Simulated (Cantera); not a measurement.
Charge: 1 mol KCl, 170 mol H2, 2.8 mol HF, equilibrated at 1548 K and 0.110 Pa.

These are equilibrium values from Cantera (NASA tables, ideal gas, pure condensed phases), not measurements of a reactor. Candidate condensed phases: K, KCl, KF, KHF2; 23 gas species. The numbers say what is thermodynamically allowed, not how fast it happens.

Base state: H2 0.946, H 0.0286, HF 0.0158, K 0.00404, HCl 0.00398, KCl 0.00158, Cl 9.59e-5, KF 3.36e-5 (mole fractions); condensed: gas only.

What changes in the equilibrium state with this change: temperature from 1548 K to 2200 K?


```csv
species,before,after
H,0.0286,0.954
H2,0.946,0.0316
HF,0.0158,0.00816
K,0.00404,0.00299
F,1.83e-8,0.000212
KCl,0.00158,1.65e-6
```

What changes in the equilibrium state with this change: temperature from 1548 K to 1950 K?


```
species   before    after
-------  -------  -------
H         0.0286    0.639
H2         0.946    0.342
HF        0.0158   0.0109
K        0.00404  0.00386
KCl      0.00158  3.50e-5
Cl       9.59e-5  0.00225
KF       3.36e-5  3.85e-6
```

What changes in the equilibrium state with this change: temperature from 1548 K to 1448 K?


```tsv
species	before	after
H2	0.946	0.967
HF	0.0158	0.0160
H	0.0286	0.00864
KCl	0.00158	0.00269
K	0.00404	0.00298
Cl	9.59e-5	2.19e-5
KF	3.36e-5	5.28e-5
```
